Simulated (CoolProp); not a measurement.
Sulfur dioxide at 360.29 K and 1.39 MPa is throttled through a valve to 0.295 MPa with no heat exchange. Each further row changes one setting.

Values from CoolProp's reference Helmholtz-energy equation of state, Gao 2016.

| case | temperature change (K) | final density (kg/m³) |
|---|---|---|
| as stated | -25.4 | 7.01 |
| outlet pressure 0.0885 MPa | -30.9 | 2.09 |
| outlet pressure 0.384 MPa | -23.1 | 9.15 |
